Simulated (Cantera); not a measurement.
Input (Python, Cantera):

```python
import numpy as np
import cantera as ct

gas = ct.Solution("SiF4_NH3_mec.yaml", "gas")
gas.TPX = 2025, 42000, {'NH3': 1, 'N2': 30}
inlet = ct.Reservoir(gas, clone=True)

reactor = ct.IdealGasConstPressureReactor(gas, energy="off", clone=False)
exhaust = ct.Reservoir(gas, clone=True)
tau = [13, 2.5, 0.48, 0.09, 0.017, 0.0032, 0.00061][0]
for a, b in ((inlet, reactor), (reactor, exhaust)):
    ct.MassFlowController(a, b, mdot=lambda t: reactor.mass / tau)
net = ct.ReactorNet([reactor])
show = ['NH3', 'NH2', 'NH', 'N', 'N2']

rows = []
print(f"{'tau/s':>10s}{'T/K':>9s}" + "".join(f"{s:>11s}" for s in show))
for tau in [13, 2.5, 0.48, 0.09, 0.017, 0.0032, 0.00061]:
    net.initial_time = 0.0
    net.advance(30 * tau)
    before = gas.X
    net.advance(40 * tau)
    drift = np.max(np.abs(gas.X - before) / (gas.X + 1e-9))
    rows.append([gas.T, *gas[show].X, drift])
    print(f"{tau:10.3e}{gas.T:9.1f}" + "".join(f"{x:11.3e}" for x in gas[show].X))
```

It prints:

```
     tau/s      T/K        NH3        NH2         NH          N         N2
 1.300e+01   2025.0  1.384e-04  3.623e-06  1.032e-06  8.902e-07  9.530e-01
 2.500e+00   2025.0  9.077e-04  1.305e-05  2.005e-06  9.365e-07  9.534e-01
 4.800e-01   2025.0  4.227e-03  3.897e-05  3.658e-06  1.049e-06  9.550e-01
 9.000e-02   2025.0  1.377e-02  9.442e-05  5.685e-06  1.046e-06  9.593e-01
 1.700e-02   2025.0  2.550e-02  1.681e-04  6.117e-06  6.319e-07  9.647e-01
 3.200e-03   2025.0  3.077e-02  2.278e-04  4.030e-06  1.365e-07  9.671e-01
 6.100e-04   2025.0  3.200e-02  1.663e-04  1.651e-06  1.675e-08  9.676e-01
```

Model: the gas-phase N/H chemistry of the illustrative SiF4/NH3 mechanism in the Surface Chemkin manual (1991), integrated in Cantera. Walls and surfaces, which speed up NH3 decomposition in real reactors, are not modelled.
